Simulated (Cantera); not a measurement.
Thermodynamics of titanium nitride, carbide and oxide coatings, feed Ti + CH₄

Charge: 1 mol Ti, 0.15 mol CH₄, at 105 Torr.

Cantera equilibrium calculation (NASA polynomials, part measured and part estimated; ideal gas, pure solids and liquids). Candidate condensed phases: C, C₆H₆, C₇H₈, C₈H₁₈, Ti, TiC; 77 gas species. Mutual solubility and eutectic melting of coexisting phases are not modelled. TiC: taken at fixed stoichiometry. Condensed phases not in the tables: N, O or C dissolved in the metal. Rates play no part.

At 1023 K the condensed part is Ti(α) + TiC(s). From 1173 K to 1923 K the condensed part is Ti(β) + TiC(s). From 2073 K to 2223 K the condensed part is Ti(l) + TiC(s).

```csv
T (K),x H₂,x H,x Ti,x CH₄,n Ti(α),n TiC(s),n Ti(β),n Ti(l)
1023,1.00,1.11e-8,<1e-12,1.63e-11,0.850,0.150,0,0
1173,1.00,3.15e-7,<1e-12,6.76e-11,0,0.150,0.850,0
1323,1.000,4.24e-6,5.50e-11,2.11e-10,0,0.150,0.850,0
1473,1.000,3.38e-5,3.91e-9,5.22e-10,0,0.150,0.850,0
1623,1.000,0.000185,1.25e-7,1.10e-9,0,0.150,0.850,0
1773,0.999,0.000760,2.20e-6,2.04e-9,0,0.150,0.850,0
1923,0.997,0.00251,2.44e-5,3.46e-9,0,0.150,0.850,0
2073,0.993,0.00700,0.000179,5.78e-9,0,0.150,0,0.850
2223,0.982,0.0170,0.000981,9.06e-9,0,0.150,0,0.850
```
x: gas mole fraction; n: condensed amount in mol.
